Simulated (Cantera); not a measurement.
An adiabatic, constant-pressure homogeneous reactor starts with CH₃OH : O₂ : N₂ = 1 : 1.07 : 4.03 (molar parts), equivalence ratio 1.4, at 1775 K and 500000 Pa. Integrator tolerance rtol = 1e-08.

Computed with Cantera and GRI-Mech 3.0 (53 species, 325 reactions). GRI-Mech 3.0 was tuned for natural gas; its chemistry of methanol as a main component is partial and can be far from experiment.

Q: What does this change do: initial temperature 1775 to 1300 K?

A: 
| quantity | before | after |
|---|---|---|
| time of steepest temperature rise | 5.99 µs | 0.501 ms |
| temperature at 0.200 s | 2942 K | 2710 K |
| equilibrium temperature | 2942 K | 2710 K |
| x(CH₃OH) at 0.200 s | <1e-12 (gas-phase equilibrium <1e-12) | <1e-12 (gas-phase equilibrium <1e-12) |
| x(O₂) at 0.200 s | 0.00469 (gas-phase equilibrium 0.00469) | 0.00117 (gas-phase equilibrium 0.00117) |
| x(H₂O₂) at 0.200 s | 5.11e-7 (gas-phase equilibrium 5.11e-7) | 1.88e-7 (gas-phase equilibrium 1.88e-7) |
| x(C₂H₂) at 0.200 s | <1e-12 (gas-phase equilibrium <1e-12) | <1e-12 (gas-phase equilibrium <1e-12) |
| x(HCO) at 0.200 s | 4.79e-7 (gas-phase equilibrium 4.79e-7) | 2.46e-7 (gas-phase equilibrium 2.46e-7) |
| x(NO₂) at 0.200 s | 1.12e-6 (gas-phase equilibrium 1.12e-6) | 2.48e-7 (gas-phase equilibrium 2.48e-7) |
| x(H₂) at 0.200 s | 0.0508 (gas-phase equilibrium 0.0508) | 0.0460 (gas-phase equilibrium 0.0460) |

Q: What does this change do: pressure from 500000 Pa to 27000 Pa?

A: 
```json
[
 {"quantity": "time of steepest temperature rise", "before": "5.99 µs", "after": "90.1 µs"},
 {"quantity": "temperature at 0.200 s", "before": "2942 K", "after": "2706 K"},
 {"quantity": "equilibrium temperature", "before": "2942 K", "after": "2706 K"},
 {"quantity": "x(CH₃OH) at 0.200 s", "before": "<1e-12 (gas-phase equilibrium <1e-12)", "after": "<1e-12 (gas-phase equilibrium <1e-12)"},
 {"quantity": "x(O₂) at 0.200 s", "before": "0.00469 (gas-phase equilibrium 0.00469)", "after": "0.00957 (gas-phase equilibrium 0.00957)"},
 {"quantity": "x(H₂O₂) at 0.200 s", "before": "5.11e-7 (gas-phase equilibrium 5.11e-7)", "after": "1.03e-7 (gas-phase equilibrium 1.03e-7)"},
 {"quantity": "x(C₂H₂) at 0.200 s", "before": "<1e-12 (gas-phase equilibrium <1e-12)", "after": "<1e-12 (gas-phase equilibrium <1e-12)"},
 {"quantity": "x(HCO) at 0.200 s", "before": "4.79e-7 (gas-phase equilibrium 4.79e-7)", "after": "7.01e-8 (gas-phase equilibrium 7.01e-8)"},
 {"quantity": "x(NO₂) at 0.200 s", "before": "1.12e-6 (gas-phase equilibrium 1.12e-6)", "after": "4.62e-7 (gas-phase equilibrium 4.62e-7)"},
 {"quantity": "x(H₂) at 0.200 s", "before": "0.0508 (gas-phase equilibrium 0.0508)", "after": "0.0564 (gas-phase equilibrium 0.0564)"}
]
```

Q: What does this change do: pressure from 500000 Pa to 300000 Pa?

A: 
| quantity | before | after |
|---|---|---|
| time of steepest temperature rise | 5.99 µs | 9.43 µs |
| temperature at 0.200 s | 2942 K | 2902 K |
| equilibrium temperature | 2942 K | 2902 K |
| x(CH₃OH) at 0.200 s | <1e-12 (gas-phase equilibrium <1e-12) | <1e-12 (gas-phase equilibrium <1e-12) |
| x(O₂) at 0.200 s | 0.00469 (gas-phase equilibrium 0.00469) | 0.00549 (gas-phase equilibrium 0.00549) |
| x(H₂O₂) at 0.200 s | 5.11e-7 (gas-phase equilibrium 5.11e-7) | 3.96e-7 (gas-phase equilibrium 3.96e-7) |
| x(C₂H₂) at 0.200 s | <1e-12 (gas-phase equilibrium <1e-12) | <1e-12 (gas-phase equilibrium <1e-12) |
| x(HCO) at 0.200 s | 4.79e-7 (gas-phase equilibrium 4.79e-7) | 3.47e-7 (gas-phase equilibrium 3.47e-7) |
| x(NO₂) at 0.200 s | 1.12e-6 (gas-phase equilibrium 1.12e-6) | 9.97e-7 (gas-phase equilibrium 9.97e-7) |
| x(H₂) at 0.200 s | 0.0508 (gas-phase equilibrium 0.0508) | 0.0519 (gas-phase equilibrium 0.0519) |
